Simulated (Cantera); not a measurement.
Charge: 1 mol Si₃N₄, 1.4 mol HCl, equilibrated at 1000 °C and 0.133 bar.

Equilibrium computed with Cantera from the NASA thermochemical tables; the gas is ideal and each condensed phase is pure. Candidate condensed phases: NH₄Cl, Si, Si₃N₄; 28 gas species. The tables' values for SiCl₃ are old estimates; treat these amounts as uncertain. Kinetics and transport are ignored.

Base state: HCl 0.450, H₂ 0.297, SiCl₄ 0.142, N₂ 0.101, SiCl₃ 0.00510, SiHCl₃ 0.00375, SiCl₂ 0.00120, SiH₂Cl₂ 1.37e-5 (mole fractions); condensed: Si₃N₄(s).

Q: What changes in the equilibrium state with this change: 0.2 mol N₂ added?

A: 
| species | before | after |
|---|---|---|
| HCl | 0.450 | 0.430 |
| H₂ | 0.297 | 0.238 |
| N₂ | 0.101 | 0.211 |
| SiCl₄ | 0.142 | 0.114 |
| SiH₂Cl₂ | 1.37e-5 | 7.69e-6 |
| SiHCl₃ | 0.00375 | 0.00252 |
| SiCl₂ | 0.00120 | 0.000844 |
| SiCl₃ | 0.00510 | 0.00383 |
| Si₃N₄(s), mol | 0.932 | 0.938 |
